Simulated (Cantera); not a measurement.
Charge: 1 mol C₂F₆, 0.015 mol CH₄, 0.077 mol H₂, at 0.00133 bar.

Equilibrium computed with Cantera from the NASA thermochemical tables; the gas is ideal and each condensed phase is pure. Candidate condensed phases: C, C₆H₆, C₇H₈, C₈H₁₈; 95 gas species. The feed counts by its element totals alone. Equilibrium is a limit: real reactors are often held back by kinetics, nucleation or transport. All values below are at 3050 K.

Base state: F 0.805, C₃ 0.0611, CF 0.0553, C 0.0326, HF 0.0262, C₂ 0.0117, H 0.00557, CF₂ 0.00220 (mole fractions); condensed: gas only.

### Question
What changes in the equilibrium state with this change: H₂ from 0.077 to 6.8 mol?

### Answer
| species | before | after |
|---|---|---|
| H | 0.00557 | 0.550 |
| HF | 0.0262 | 0.285 |
| F | 0.805 | 0.0886 |
| H₂ | 1.23e-6 | 0.0120 |
| CF | 0.0553 | 0.00463 |
| C₃ | 0.0611 | 0.0269 |
| C₂ | 0.0117 | 0.00675 |
| C | 0.0326 | 0.0248 |
| C₂H₂ (acetylene) | 2.53e-8 | 0.000143 |
| CF₂ | 0.00220 | 2.03e-5 |
| CH | 5.45e-7 | 4.10e-5 |
| C₂H | 2.12e-5 | 0.00121 |
